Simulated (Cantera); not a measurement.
Feed: 1 mol Al, 1.5 mol NH3, 250 mol N2, held at 925 K and 12.0 Pa.

Cantera equilibrium calculation (NASA polynomials, part measured and part estimated; ideal gas, pure solids and liquids). Candidate condensed phases: Al, AlN; 13 gas species. The numbers say what is thermodynamically allowed, not how fast it happens.

Base state: N2 0.991, H2 0.00891 (mole fractions); condensed: AlN(s).

Question: What changes in the equilibrium state with this change: temperature from 925 K to 1900 K?

Answer: 
```csv
species,before,after
N2,0.991,0.984
H2,0.00891,0.00602
H,2.24e-9,0.00562
Al,<1e-9,0.00392
"AlN(s), mol",1.00,0
```
